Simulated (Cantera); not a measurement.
# Diamond growth

A diamond (100) surface in a fixed gas of H2 with x(CH4) = 0.026, x(H) = 0.0071, x(CH3) = 0.00013, at 1000 K; coverages are run to steady state.

Detailed kinetics in Cantera: the Harris–Goodwin 1993 mechanism for the reconstructed diamond (100) surface.

```csv
P (Pa),growth (µm/h),θ c6HH,θ c6H*,θ c6*H,θ c6**,θ c6HM
440,0.231,0.591,0.0181,0.371,0.00959,0.00757
820,0.481,0.590,0.0181,0.370,0.00957,0.00848
1600,1.01,0.590,0.0181,0.370,0.00957,0.00909
2900,1.89,0.589,0.0181,0.370,0.00957,0.00941
5500,3.65,0.589,0.0181,0.370,0.00957,0.00961
10000,6.71,0.589,0.0182,0.370,0.00958,0.00972
19000,12.8,0.589,0.0183,0.370,0.00959,0.00978
36000,24.4,0.589,0.0186,0.369,0.00963,0.00983
```
θ: site fractions in the mechanism's names (c6HH fully hydrogenated, c6H* and c6*H radical sites, c6** diradical, c6HM methylated).
